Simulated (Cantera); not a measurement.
Input: 1 mol c-C4F8, 0.022 mol F2, 0.43 mol H2, equilibrated at 1000 K and 16.0 Pa.

Method: chemical equilibrium by Gibbs-energy minimisation in Cantera with the NASA 1993 tables (ideal gas, pure condensed phases). Candidate condensed phases: C, C6H6, C7H8, C8H18; 95 gas species. The feed counts by its element totals alone. Gases not in the tables: C2F6 and larger saturated fluorocarbons. Kinetics and transport are ignored.

Base state: CF4 0.676, HF 0.324 (mole fractions); condensed: C(graphite).

**Question.** What changes in the equilibrium state with this change: H2 from 0.43 to 2.3 mol?

**Answer.** 
| species | before | after |
|---|---|---|
| HF | 0.324 | 0.842 |
| CF4 | 0.676 | 0.158 |
| C(graphite), mol | 2.20 | 3.14 |

**Question.** What changes in the equilibrium state with this change: c-C4F8 replaced by CF4?

**Answer.** 
| species | before | after |
|---|---|---|
| HF | 0.324 | 0.519 |
| CF4 | 0.676 | 0.481 |
| C(graphite), mol | 2.20 | 0.204 |
